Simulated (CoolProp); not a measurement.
Vapour-liquid equilibrium of ethane (1) + C2F6 (R116) (2) at 264.8 K; x and y are mole fractions of (1).

The numbers come from the multi-fluid Helmholtz-energy mixture model, Bücker 2006 and Lemmon 2006; pair parameters Bell 2016 in CoolProp.

```
x     bubble pressure (MPa)  y at the bubble point  dew pressure at overall composition x (MPa)  liquid density (mol/L)
----  ---------------------  ---------------------  -------------------------------------------  ----------------------
0.05                  1.585                  0.092                                        1.530                   8.840
0.15                  1.803                  0.244                                        1.664                   9.005
0.25                  1.991                  0.360                                        1.813                   9.187
0.35                  2.139                  0.451                                        1.975                   9.409
0.45                  2.243                  0.527                                        2.136                   9.704
0.55                  2.306                  0.592                                        2.270                   10.11
0.65                  2.330                  0.653                                        2.330                   10.67
0.75                  2.312                  0.717                                        2.287                   11.40
0.85                  2.239                  0.795                                        2.167                   12.30
0.95                  2.076                  0.911                                        2.016                   13.36
```

y crosses x between x = 0.65 and 0.75: the model has an azeotrope there.

Pair parameters are fitted to limited data, so mixtures are less certain than the pure fluids.
